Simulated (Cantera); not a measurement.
Feed: 1 mol Na2CO3, 5 mol SO3, 5.8 mol H2O, 1.8 mol O2, held at 1673.15 K and 1.00 bar.

Method: chemical equilibrium by Gibbs-energy minimisation in Cantera with the NASA 1993 tables (ideal gas, pure condensed phases). Candidate condensed phases: C, C6H6, C7H8, C8H18, H2O, H2SO4, Na, NaOH, NaO2, Na2CO3, Na2O, Na2O2, Na2S, Na2SO4, S; 131 gas species. Condensed phases not in the tables: pyrosulfates. Kinetics and transport are ignored.

Base state: H2O 0.397, SO2 0.272, O2 0.259, CO2 0.0685, SO3 0.00235, OH 0.000635, Na2SO4 0.000308, NaOH 0.000288 (mole fractions); condensed: Na2SO4(l).

Problem. What changes in the equilibrium state with this change: Na2CO3 replaced by MgCO3?

Solution. 
```tsv
species	before	after
H2O	0.397	0.360
SO2	0.272	0.308
O2	0.259	0.266
CO2	0.0685	0.0622
Na2SO4	0.000308	0
NaOH	0.000288	0
SO3	0.00235	0.00270
Na2SO4(l), mol	0.993	0
MgO(s), mol	0	1.000
```
Further candidate phases: Mg, MgCO3, MgO, Mg(OH)2, MgS, MgSO4.
